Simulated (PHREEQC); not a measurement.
Dissolve 0.017 mol NaH2PO4 per kg of water at 25 °C. Closed to the air; pH follows from the charge balance.

All values are PHREEQC results (ion-association model, wateq4f.dat), not measurements.

```csv
quantity,before,after
pH,4.66,4.89
HPO4-2 (mol/kgw),7.05e-5,1.96e-5
H3PO4 (mol/kgw),4.76e-5,6.02e-6
NaHPO4- (mol/kgw),1.40e-6,1.01e-7
```

Question: Which change was made?
A) NaH2PO4 from 0.017 to 0.034 mol/kgw
B) temperature from 25 to 90 °C
C) NaH2PO4 from 0.017 to 0.0034 mol/kgw
D) NaH2PO4 from 0.017 to 0.0153 mol/kgw

Answer: C, NaH2PO4 from 0.017 to 0.0034 mol/kgw

No solid was allowed to form. H3PO4, which wateq4f.dat lacks, is added to it with the constant of phreeqc.dat.
